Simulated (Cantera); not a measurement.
**Premixed flame**

A freely propagating, adiabatic, planar premixed flame of CO : H2 : O2 : N2 = 1 : 0.18 : 0.728 : 2.74 (molar parts), equivalence ratio 0.81, unburnt at 375 K and 10000 Pa; mixture-averaged transport, grid criteria slope 0.08 and curve 0.16, no radiation.

Model: GRI-Mech 3.0 (53 species, 325 reactions), integrated in Cantera. Burning velocities carry a grid error of a few per cent, more on coarse grids.

```json
[
 {"z (mm)": "-36.6", "T (K)": "375", "u (m/s)": "0.847", "x CO": "0.215", "x H2": "0.0387", "x O2": "0.157", "x NO": "<1e-8", "x HO2": "<1e-8", "x OH": "<1e-8"},
 {"z (mm)": "-24.4", "T (K)": "375", "u (m/s)": "0.847", "x CO": "0.215", "x H2": "0.0387", "x O2": "0.157", "x NO": "<1e-8", "x HO2": "<1e-8", "x OH": "<1e-8"},
 {"z (mm)": "-18.3", "T (K)": "375", "u (m/s)": "0.847", "x CO": "0.215", "x H2": "0.0387", "x O2": "0.157", "x NO": "<1e-8", "x HO2": "<1e-8", "x OH": "<1e-8"},
 {"z (mm)": "-12.2", "T (K)": "375", "u (m/s)": "0.847", "x CO": "0.215", "x H2": "0.0387", "x O2": "0.157", "x NO": "<1e-8", "x HO2": "<1e-8", "x OH": "<1e-8"},
 {"z (mm)": "-6.09", "T (K)": "376", "u (m/s)": "0.849", "x CO": "0.215", "x H2": "0.0377", "x O2": "0.157", "x NO": "<1e-8", "x HO2": "8.30e-6", "x OH": "<1e-8"},
 {"z (mm)": "-3.05", "T (K)": "524", "u (m/s)": "1.17", "x CO": "0.209", "x H2": "0.0321", "x O2": "0.153", "x NO": "<1e-8", "x HO2": "5.57e-5", "x OH": "0.000141"},
 {"z (mm)": "0", "T (K)": "964", "u (m/s)": "2.13", "x CO": "0.173", "x H2": "0.0135", "x O2": "0.126", "x NO": "5.07e-7", "x HO2": "1.07e-5", "x OH": "0.000709"},
 {"z (mm)": "3.05", "T (K)": "1262", "u (m/s)": "2.73", "x CO": "0.113", "x H2": "0.00333", "x O2": "0.0848", "x NO": "4.00e-6", "x HO2": "3.96e-6", "x OH": "0.00211"},
 {"z (mm)": "6.09", "T (K)": "1411", "u (m/s)": "3.00", "x CO": "0.0807", "x H2": "0.00333", "x O2": "0.0685", "x NO": "9.46e-6", "x HO2": "2.44e-6", "x OH": "0.00322"},
 {"z (mm)": "12.2", "T (K)": "1550", "u (m/s)": "3.26", "x CO": "0.0687", "x H2": "0.00362", "x O2": "0.0627", "x NO": "1.86e-5", "x HO2": "1.78e-6", "x OH": "0.00441"},
 {"z (mm)": "24.4", "T (K)": "1685", "u (m/s)": "3.51", "x CO": "0.0657", "x H2": "0.00337", "x O2": "0.0611", "x NO": "2.98e-5", "x HO2": "1.36e-6", "x OH": "0.00530"},
 {"z (mm)": "48.8", "T (K)": "1815", "u (m/s)": "3.75", "x CO": "0.0597", "x H2": "0.00284", "x O2": "0.0586", "x NO": "4.43e-5", "x HO2": "9.87e-7", "x OH": "0.00578"},
 {"z (mm)": "97.5", "T (K)": "1935", "u (m/s)": "3.96", "x CO": "0.0513", "x H2": "0.00223", "x O2": "0.0552", "x NO": "7.48e-5", "x HO2": "6.86e-7", "x OH": "0.00579"}
]
```
x: mole fraction of selected species; z is measured from the peak of heat release.

| Quantity | Result |
|---|---|
| laminar burning velocity | 84.7 cm/s |
| thermal thickness | 12.2 mm |
| peak x(HO2) | 8.94e-5 |
| peak x(OH) | 0.00584 |
| grid points | 156 |
